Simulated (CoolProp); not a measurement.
Vapour-liquid equilibrium of R13 (1) + propylene (2) at 74.6 kPa; x and y are mole fractions of (1).

Model: multi-fluid Helmholtz-energy mixture model, Platzer 1990 and Lemmon 2013; pair parameters Bell 2016, in CoolProp. This equation is an older, rougher fit; its heat capacities, sound speeds and derivatives of the liquid may be far off and weren't checked against measurements.

Task: Give the bubble temperature and the first vapour's composition at x = 0.125, 0.275, 0.725. Is there an azeotrope?

Result: x = 0.125: 204.3 K, y = 0.583; x = 0.275: 196.8 K, y = 0.766; x = 0.725: 189.1 K, y = 0.916. No azeotrope shows between x = 0.05 and 0.95.

The pair parameters rest on a limited set of measurements; away from them the model extrapolates.
